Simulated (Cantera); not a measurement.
An isothermal, constant-pressure homogeneous reactor starts with 8.33 % NH₃, 91.7 % N₂, at 1950 K and 0.0470 bar.

Model: the gas-phase N/H chemistry of the illustrative SiF4/NH3 mechanism in the Surface Chemkin manual (1991), integrated in Cantera. Walls and surfaces, which speed up NH3 decomposition in real reactors, are not modelled.

Predict: x(NH₃) at 5.00 s; x(N) at 5.00 s; x(NH) at 5.00 s; x(H) at 5.00 s; x(N₂) at 5.00 s.


```json
{
  "x(NH₃) at 5.00 s": "0.000497 (gas-phase equilibrium 3.72e-8)",
  "x(N) at 5.00 s": "6.72e-7 (gas-phase equilibrium 1.86e-9)",
  "x(NH) at 5.00 s": "1.16e-6 (gas-phase equilibrium 9.60e-10)",
  "x(H) at 5.00 s": "0.000543 (gas-phase equilibrium 0.00180)",
  "x(N₂) at 5.00 s": "0.885 (gas-phase equilibrium 0.884)"
}
```
